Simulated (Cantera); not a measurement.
A Cantera script and what it prints.

```python
import numpy as np
import cantera as ct

gas_names = """
    B BH BH2 BH3 BN BO BO2 B2 B2O B2O2 B2O3 B3O3H3 H HBO HBO2 HNO HNO2 HNO3 HO2 H2 H2O H2O2 H3B3O6 N NH
    NH2 NH3 NH2OH NO NO2 NO3 N2 N2H2 N2H4 N2O O OH O2 O3
""".split()
cond_names = """
    B(b) B(L) BN(s) B2O3(L) B3O3H3(cr) H2O(s) H2O(L)
""".split()


# ... load() reads the species with a 1 bar reference pressure and builds the phases ...
atoms = {
    'borazine': {'B': 3, 'N': 3, 'H': 6},
    'H2': {'H': 2},
    'O2': {'O': 2},
}
top_T = {'BN(s)': 3200}  # K; cautious upper limits of use, not melting points


# ... equilibrate(T, P, feed) seeds the gas with the atoms and calls Mixture.equilibrate('TP', solver="vcs", rtol=1e-11, max_steps=5000) ...
results = []
feed = {'borazine': 1, 'H2': 5.4, 'O2': 5.2}  # mol
P = 2100  # Pa
for T in [1575, 1625, 1675, 1725, 1775, 1825, 1875, 1925, 1975, 2025]:
    mix = equilibrate(T, P, feed)
    results.append((T, P, feed, dict(zip(mix.species_names, mix.species_moles))))
    x = sorted(zip(gas.X, gas.species_names), reverse=True)
    print(f"T = {T:g} K  P = {P:g} Pa  gas = {mix.phase_moles(0):.4g} mol")
    print("   x: " + "  ".join(f"{s} {v:.3e}" for v, s in x if v > 1e-05))
    print("   condensed (mol): " + ("  ".join(f"{mix.phase(i).name} {mix.phase_moles(i):.4g}"
          for i in range(1, mix.n_phases) if mix.phase_moles(i) > 1e-12) or "none"))
```

Output:

```
T = 1575 K  P = 2100 Pa  gas = 11.09 mol
   x: H2O 4.288e-01  H2 2.252e-01  HBO2 2.058e-01  N2 1.352e-01  B2O3 4.436e-03  H3B3O6 1.570e-04  H 1.361e-04  HBO 9.192e-05
   condensed (mol): B2O3(L) 0.3061
T = 1625 K  P = 2100 Pa  gas = 11.4 mol
   x: H2O 3.940e-01  HBO2 2.471e-01  H2 2.190e-01  N2 1.316e-01  B2O3 7.852e-03  H 2.279e-04  HBO 1.533e-04  H3B3O6 7.617e-05  OH 1.726e-05  BO2 1.325e-05
   condensed (mol): none
T = 1675 K  P = 2100 Pa  gas = 11.4 mol
   x: H2O 3.947e-01  HBO2 2.455e-01  H2 2.189e-01  N2 1.316e-01  B2O3 8.673e-03  H 3.749e-04  HBO 1.963e-04  OH 3.270e-05  BO2 2.483e-05  H3B3O6 2.271e-05
   condensed (mol): none
T = 1725 K  P = 2100 Pa  gas = 11.4 mol
   x: H2O 3.955e-01  HBO2 2.437e-01  H2 2.187e-01  N2 1.315e-01  B2O3 9.506e-03  H 5.994e-04  HBO 2.473e-04  OH 5.972e-05  BO2 4.483e-05  BO 1.316e-05
   condensed (mol): none
T = 1775 K  P = 2100 Pa  gas = 11.41 mol
   x: H2O 3.963e-01  HBO2 2.419e-01  H2 2.185e-01  N2 1.315e-01  B2O3 1.035e-02  H 9.336e-04  HBO 3.070e-04  OH 1.055e-04  BO2 7.826e-05  BO 2.404e-05
   condensed (mol): none
T = 1825 K  P = 2100 Pa  gas = 11.41 mol
   x: H2O 3.971e-01  HBO2 2.400e-01  H2 2.182e-01  N2 1.315e-01  B2O3 1.120e-02  H 1.419e-03  HBO 3.763e-04  OH 1.806e-04  BO2 1.324e-04  BO 4.244e-05
   condensed (mol): none
T = 1875 K  P = 2100 Pa  gas = 11.42 mol
   x: H2O 3.977e-01  HBO2 2.379e-01  H2 2.177e-01  N2 1.314e-01  B2O3 1.205e-02  H 2.111e-03  HBO 4.555e-04  OH 3.006e-04  BO2 2.179e-04  BO 7.257e-05
   condensed (mol): none
T = 1925 K  P = 2100 Pa  gas = 11.42 mol
   x: H2O 3.982e-01  HBO2 2.358e-01  H2 2.171e-01  N2 1.313e-01  B2O3 1.290e-02  H 3.074e-03  HBO 5.450e-04  OH 4.873e-04  BO2 3.491e-04  BO 1.205e-04  NO 1.116e-05
   condensed (mol): none
T = 1975 K  P = 2100 Pa  gas = 11.43 mol
   x: H2O 3.986e-01  HBO2 2.335e-01  H2 2.164e-01  N2 1.312e-01  B2O3 1.373e-02  H 4.393e-03  OH 7.709e-04  HBO 6.451e-04  BO2 5.458e-04  BO 1.946e-04  NO 1.926e-05  O 1.151e-05
   condensed (mol): none
T = 2025 K  P = 2100 Pa  gas = 11.45 mol
   x: H2O 3.986e-01  HBO2 2.310e-01  H2 2.155e-01  N2 1.310e-01  B2O3 1.454e-02  H 6.165e-03  OH 1.192e-03  BO2 8.340e-04  HBO 7.558e-04  BO 3.065e-04  NO 3.238e-05  O 2.477e-05  O2 1.971e-05
   condensed (mol): none
```

Equilibrium computed with Cantera from the NASA thermochemical tables; the gas is ideal and each condensed phase is pure. The feed counts by its element totals alone. Gases not in the tables: H3BO3.
